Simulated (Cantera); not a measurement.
Input (Python, Cantera) and output of one run.

```python
import numpy as np
import cantera as ct

gas_names = """
    H HO2 H2 H2O H2O2 O OH O2 O3 Pb PbO Pb2
""".split()
cond_names = """
    H2O(s) H2O(L) Pb(cr) Pb(L) PbO(rd) PbO(yw) PbO(L) PbO2(s) Pb3O4(s)
""".split()


# ... load() reads the species with a 1 bar reference pressure and builds the phases ...
atoms = {
    'PbO': {'Pb': 1, 'O': 1},
    'O2': {'O': 2},
    'H2': {'H': 2},
}
top_T = {'Pb3O4(s)': 820}  # K; cautious upper limits of use, not melting points


# ... equilibrate(T, P, feed) seeds the gas with the atoms and calls Mixture.equilibrate('TP', solver="vcs", rtol=1e-11, max_steps=5000) ...
results = []
feed = {'PbO': 1, 'O2': 0.068, 'H2': 7}  # mol
T = 1600  # K
P = 13332.2  # Pa
mix = equilibrate(T, P, feed)
results.append((T, P, feed, dict(zip(mix.species_names, mix.species_moles))))
print(gas.report(threshold=1e-06))
for i in range(1, mix.n_phases):
    print(f"{mix.phase(i).name:16s} {mix.phase_moles(i):12.5e} mol")
```

It prints:

```
       temperature   1600 K
          pressure   13332 Pa
           density   0.03 kg/m^3
  mean mol. weight   29.935 kg/kmol
   phase of matter   gas

                          1 kg             1 kmol
                     ---------------   ---------------
          enthalpy        1.0038e+06        3.0047e+07  J
   internal energy        5.5935e+05        1.6744e+07  J
           entropy              7287        2.1813e+05  J/K
    Gibbs function       -1.0655e+07       -3.1897e+08  J
 heat capacity c_p              1124             33645  J/K
 heat capacity c_v             846.2             25331  J/K

                      mass frac. Y      mole frac. X     chem. pot. / RT
                     ---------------   ---------------   ---------------
                 H        4.2925e-06        0.00012748           -10.559
                H2           0.04936           0.73293           -21.119
               H2O          0.085443           0.14198           -48.681
                Pb            0.8647           0.12493           -12.682
               PbO        0.00012823        1.7197e-05           -40.245
               Pb2        0.00036094        2.6073e-05           -25.365
     [   +6 minor]        5.4945e-07        9.6711e-07

Pb(L)             0.00000e+00 mol
PbO(L)            0.00000e+00 mol
```

Cantera equilibrium calculation (NASA polynomials, part measured and part estimated; ideal gas, pure solids and liquids).
